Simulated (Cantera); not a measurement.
A closed system holds: 1 mol V, 5.9 mol N2O, held at 0.0203 Torr.

Method: chemical equilibrium by Gibbs-energy minimisation in Cantera with the NASA 1993 tables (ideal gas, pure condensed phases). Candidate condensed phases: V, VN, VO, V2O3, V2O4, V2O5; 13 gas species. Condensed phases not in the tables: the oxides between V2O3 and V2O5 other than VO2. Gases not in the tables: V4O10. The numbers say what is thermodynamically allowed, not how fast it happens.

x: gas mole fraction; n: condensed amount in mol.

```json
[
 {"T (°C)": "477", "x N2": "0.776", "x O2": "0.224", "x VO2": "<1e-12", "x O": "<1e-12", "x NO": "8.21e-7", "x VO": "<1e-12", "x NO2": "…", "n V2O5(s)": "0.500", "n V2O4(s)": "0"},
 {"T (°C)": "577", "x N2": "0.776", "x O2": "0.224", "x VO2": "<1e-12", "x O": "6.75e-11", "x NO": "4.61e-6", "x VO": "<1e-12", "x NO2": "…", "n V2O5(s)": "0.500", "n V2O4(s)": "0"},
 {"T (°C)": "677", "x N2": "0.752", "x O2": "0.248", "x VO2": "2.20e-12", "x O": "3.05e-9", "x NO": "1.86e-5", "x VO": "<1e-12", "x NO2": "…", "n V2O5(s)": "0", "n V2O4(s)": "0.500"},
 {"T (°C)": "777", "x N2": "0.752", "x O2": "0.248", "x VO2": "5.73e-10", "x O": "6.41e-8", "x NO": "5.61e-5", "x VO": "<1e-12", "x NO2": "…", "n V2O5(s)": "0", "n V2O4(s)": "0.500"},
 {"T (°C)": "877", "x N2": "0.752", "x O2": "0.248", "x VO2": "5.53e-8", "x O": "7.97e-7", "x NO": "0.000139", "x VO": "<1e-12", "x NO2": "…", "n V2O5(s)": "0", "n V2O4(s)": "0.500"},
 {"T (°C)": "977", "x N2": "0.751", "x O2": "0.248", "x VO2": "2.51e-6", "x O": "6.64e-6", "x NO": "0.000300", "x VO": "<1e-12", "x NO2": "…", "n V2O5(s)": "0", "n V2O4(s)": "0.500"},
 {"T (°C)": "1077", "x N2": "0.751", "x O2": "0.248", "x VO2": "6.36e-5", "x O": "4.04e-5", "x NO": "0.000575", "x VO": "<1e-12", "x NO2": "…", "n V2O5(s)": "0", "n V2O4(s)": "0.500"},
 {"T (°C)": "1177", "x N2": "0.750", "x O2": "0.248", "x VO2": "0.00101", "x O": "0.000192", "x NO": "0.00101", "x VO": "1.38e-10", "x NO2": "…", "n V2O5(s)": "0", "n V2O4(s)": "0.496"},
 {"T (°C)": "1277", "x N2": "0.742", "x O2": "0.244", "x VO2": "0.0111", "x O": "0.000745", "x NO": "0.00162", "x VO": "1.04e-8", "x NO2": "4.22e-8", "n V2O5(s)": "0", "n V2O4(s)": "0.456"},
 {"T (°C)": "1377", "x N2": "0.682", "x O2": "0.223", "x VO2": "0.0902", "x O": "0.00236", "x NO": "0.00229", "x VO": "4.75e-7", "x NO2": "4.35e-8", "n V2O5(s)": "0", "n V2O4(s)": "0.110"}
]
```

Complete the blanks.


- 477, x NO2: 2.44e-9
- 577, x NO2: 4.57e-9
- 677, x NO2: 8.20e-9
- 777, x NO2: 1.23e-8
- 877, x NO2: 1.72e-8
- 977, x NO2: 2.28e-8
- 1077, x NO2: 2.90e-8
- 1177, x NO2: 3.57e-8
